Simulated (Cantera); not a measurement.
Cantera with NASA thermochemical tables; ideal gases at 1 bar, condensed phases pure. Values are per mole of reaction as written; species without (g) are pure solids or liquids, kept so even where they would boil at 1 bar.

H2(g) + 2 Cl(g) → 2 HCl(g)

| T (K) | ΔH° (kJ) | ΔS° (J/K) | ΔG° (kJ) | log10 K |
|---|---|---|---|---|
| 2573 | -448.3 | -112.3 | -159.4 | 3.24 |
| 2648 | -448.7 | -112.4 | -150.9 | 2.98 |
| 2723 | … | … | … | … |
| 2798 | … | … | … | … |
| 2873 | … | … | … | … |

Q: Complete the blanks.

A: 
- 2723, ΔH° (kJ): -449.0
- 2723, ΔS° (J/K): -112.6
- 2723, ΔG° (kJ): -142.5
- 2723, log10 K: 2.73
- 2798, ΔH° (kJ): -449.4
- 2798, ΔS° (J/K): -112.7
- 2798, ΔG° (kJ): -134.0
- 2798, log10 K: 2.50
- 2873, ΔH° (kJ): -449.7
- 2873, ΔS° (J/K): -112.8
- 2873, ΔG° (kJ): -125.6
- 2873, log10 K: 2.28
